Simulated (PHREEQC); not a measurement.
0.034 g of hydrous ferric oxide (600 m²/g; 0.2 weak and 0.005 strong sites per Fe, Dzombak-Morel constants, diffuse double layer) in 1 kg of water with 0.005 mol/kgw of an inert sodium salt, at 25 °C; the pH is set by adding NaOH or the inert anion's acid. Oxygen alone is held at its pressure in air (log pO2 = -0.68). No CO2 enters from the air. No solid was allowed to form.

Base run: PHREEQC, ion-association model, wateq4f.dat. Each further column changes one thing. The table gives surface charge σ (C/m²).

```
pH     base  background salt from 0.005 to 0.0005 mol/kgw  oxide from 0.034 to 0.17 g/kgw  0.00037 mol/kgw Ag2SO4 added
---  ------  --------------------------------------------  ------------------------------  ----------------------------
3     0.302                                         0.238                           0.303                         0.029
3.5   0.242                                         0.152                           0.243                         0.027
4     0.182                                         0.097                           0.183                         0.026
4.5   0.131                                         0.061                           0.131                         0.025
5     0.090                                         0.038                           0.090                         0.023
5.5   0.059                                         0.023                           0.060                         0.021
6     0.038                                         0.014                           0.038                         0.017
6.5   0.023                                         0.008                           0.023                         0.014
7     0.013                                         0.004                           0.013                         0.010
7.5   0.006                                         0.002                           0.006                         0.006
8     0.001                                         0.000                           0.001                         0.001
8.5  -0.004                                        -0.001                          -0.004                        -0.004
9    -0.009                                        -0.003                          -0.009                        -0.009
```

The oxide is taken as insoluble; below pH 4 it would dissolve.
